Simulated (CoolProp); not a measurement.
Properties of sulfur dioxide along the isobar 35000 kPa (Tc = 430.6 K, pc = 7887 kPa, ω = 0.256).

Computed with CoolProp (reference Helmholtz-energy equation of state, Gao 2016).

```tsv
T (K)	phase	density (kg/m³)	cv (kJ/(kg K))	isothermal compressibility (1/MPa)	expansivity (1/kK)	fugacity coefficient
391.5	liquid	1200	0.7649	0.002661	2.230	0.1479
397.7	liquid	1184	0.7628	0.002861	2.295	0.1616
403.9	liquid	1167	0.7607	0.003081	2.363	0.1759
410.2	liquid	1149	0.7587	0.003326	2.436	0.1909
416.4	liquid	1132	0.7567	0.003591	2.511	0.2062
422.6	liquid	1114	0.7549	0.003881	2.590	0.2219
428.8	liquid	1096	0.7531	0.004200	…	0.2381
435	supercritical	1077	0.7513	0.004550	2.759	0.2546
441.3	supercritical	…	0.7497	0.004940	2.851	0.2717
447.5	supercritical	1040	0.7481	0.005360	2.944	0.2888
453.7	supercritical	1021	0.7465	0.005819	3.040	…
459.9	supercritical	1001	…	0.006321	3.139	0.3237
466.2	supercritical	981.4	0.7436	0.006875	3.241	0.3417
472.4	supercritical	961.6	0.7423	0.007467	3.342	0.3595
478.6	supercritical	941.5	…	0.008107	3.444	0.3773
```

What belongs in the gaps?


- 428.8, expansivity (1/kK): 2.673
- 441.3, density (kg/m³): 1059
- 453.7, fugacity coefficient: 0.3062
- 459.9, cv (kJ/(kg K)): 0.7451
- 478.6, cv (kJ/(kg K)): 0.7409
